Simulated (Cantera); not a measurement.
Thermodynamics of abatement and gas-phase synthesis, feed HCl + H2

A closed system holds: 1 mol HCl, 0.26 mol H2, equilibrated at 7.50 Torr.

These are equilibrium values from Cantera (NASA tables, ideal gas, pure condensed phases), not measurements of a reactor. Rates play no part.

```
T (°C)  x HCl      x Cl       x H   x H2    x Cl2
------  -----  --------  --------  -----  -------
902     0.794   1.87e-6   5.57e-7  0.206  2.67e-9
1052    0.794   2.39e-5   7.43e-6  0.206  2.41e-8
1202    0.793  0.000184   5.89e-5  0.206  1.39e-7
1352    0.792  0.000968  0.000321  0.207  5.80e-7
1502    0.788   0.00385   0.00132  0.207  1.88e-6
1652    0.775    0.0122   0.00437  0.209  4.96e-6
1802    0.744    0.0318    0.0123  0.212  1.07e-5
1952    0.685    0.0693    0.0301  0.216  1.87e-5
2102    0.589     0.127    0.0657  0.217  2.65e-5
2252    0.463     0.200     0.128  0.209  3.03e-5
2402    0.324     0.273     0.220  0.182  2.85e-5
```
x: gas mole fraction; nothing condenses.

From 902 °C to 2402 °C nothing is condensed.
